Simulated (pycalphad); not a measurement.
Computed with pycalphad from the COST 507 light-alloy database (1999), at 1 atm. The database dates from 1999; later assessments differ in places, in temperatures and in the compounds included. Not assessed as a whole: an extrapolation from subsystems, which can miss ternary compounds. Phase fractions are per mole of atoms. Diffusion is slow at the low end, where real alloys seldom reach equilibrium.

**Question.** Give the equilibrium state of Ti-2.3Fe-0.52Si-3.16Mn (at.%) at 627 °C.

**Answer.** 
```
T = 900.00 K, P = 101325 Pa, N = 1 mol of atoms
G = -41324 J/mol, H = 17552 J/mol, S = 65.42 J/(mol K)  (SER reference)
chemical potentials (J/mol): Ti -38460, Fe -88687, Si -222751, Mn -62194
phase             fraction      x(Ti)      x(Fe)      x(Si)      x(Mn)
HCP_A3              0.5261     0.9930   0.000312     0.0041     0.0025
BCC_A2              0.4713     0.8823     0.0484     0.0051     0.0642
SITI3               0.0025     0.7500       none     0.2500       none
```

**Question.** Give the equilibrium state of Ti-2.3Fe-0.52Si-3.16Mn (at.%) at 477 °C.

**Answer.** hcp, fraction 0.902, with 0.02 Fe, 0.36 Si, 0.16 Mn at.%; LAVES_C14, fraction 0.090, with 25.5 Fe, no Si, 33.7 Mn at.%; SITI3, fraction 0.008, with no Fe, 25.0 Si, no Mn at.%.

Database names, with the compositions (at.%) that they take in these runs: SITI3: Ti 75 Si 25; LAVES_C14: Ti 35-41 Mn 34-39 Fe 25-27. BCC_A2 is bcc; HCP_A3 is hcp. An entry "none" or "no" means that the model of the phase leaves that element out.
